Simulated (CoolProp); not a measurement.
A Linde-Hampson liquefier for ethane: isothermal reversible compression at 320 K from 1 atm to 30 MPa, throttling to 1 atm, return gas leaving the recuperator 2 K below the feed. Each further row changes one setting.

The numbers come from the reference Helmholtz-energy equation of state, Bücker 2006 in CoolProp.

| case | liquid yield per pass | compression work (kJ/kg of gas) |
|---|---|---|
| as stated | 0.464 | 390 |
| as stated | 0.464 | 390 |
| high pressure 60 MPa | 0.436 | 457 |
| warm-end temperature 350 K | 0.390 | 457 |
| warm-end gap 7 K | 0.457 | 390 |
